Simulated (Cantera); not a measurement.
A closed system holds: 1 mol CuO, 5.9 mol C, 0.15 mol H2, held at 0.390 Torr.

Cantera equilibrium calculation (NASA polynomials, part measured and part estimated; ideal gas, pure solids and liquids). Candidate condensed phases: C, C6H6, C7H8, C8H18, Cu, CuO, Cu(OH)2, Cu2O, H2O; 113 gas species. The numbers say what is thermodynamically allowed, not how fast it happens.

Q: Which condensed phases are stable at each of these points (T (K)): 1098, 1198, 1298, 1398, 1498, 1598, 1698, 1798, 1898, 1998, 2098?

A: 
```csv
T (K),condensed phases,Cu condensed (%)
1098,C(graphite) + Cu(s),100.0
1198,C(graphite) + Cu(s),100.0
1298,C(graphite) + Cu(s),100.0
1398,C(graphite) + Cu(l),99.7
1498,C(graphite) + Cu(l),98.2
1598,C(graphite) + Cu(l),90.8
1698,C(graphite) + Cu(l),51.1
1798,C(graphite),0.0
1898,C(graphite),0.0
1998,C(graphite),0.0
2098,C(graphite),0.0
```

From 1098 K to 1298 K the condensed part is C(graphite) + Cu(s). From 1398 K to 1698 K the condensed part is C(graphite) + Cu(l). From 1798 K to 2098 K the condensed part is C(graphite).
